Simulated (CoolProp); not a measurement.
n-hexane along the isobar 101 kPa: fugacity coefficient from the reference equation and from simpler models built on Tc = 507.8 K, pc = 3044 kPa, ω = 0.300; each cubic takes its own stable root.

Computed with CoolProp (reference Helmholtz-energy equation of state, Thol 2019).

| T (K) | phase | reference | van der Waals | Redlich-Kwong | Soave-Redlich-Kwong |
|---|---|---|---|---|---|
| 329.7 | liquid | 0.6505 | 0.9732 | 0.9628 | 0.6498 |
| 340.1 | liquid | 0.9065 | 0.9750 | 0.9657 | 0.9093 |
| 350.6 | gas | 0.9577 | 0.9767 | 0.9684 | 0.9643 |
| 361.1 | gas | 0.9619 | 0.9782 | 0.9708 | 0.9672 |
| 371.5 | gas | 0.9656 | 0.9795 | 0.9730 | 0.9698 |
| 382 | gas | 0.9688 | 0.9808 | 0.9750 | 0.9722 |
| 392.5 | gas | 0.9717 | 0.9819 | 0.9768 | 0.9744 |
| 402.9 | gas | 0.9742 | 0.9830 | 0.9784 | 0.9763 |
| 413.4 | gas | 0.9764 | 0.9840 | 0.9799 | 0.9781 |

At some of these states van der Waals, Redlich-Kwong gives the other phase, because its saturation line lies elsewhere.
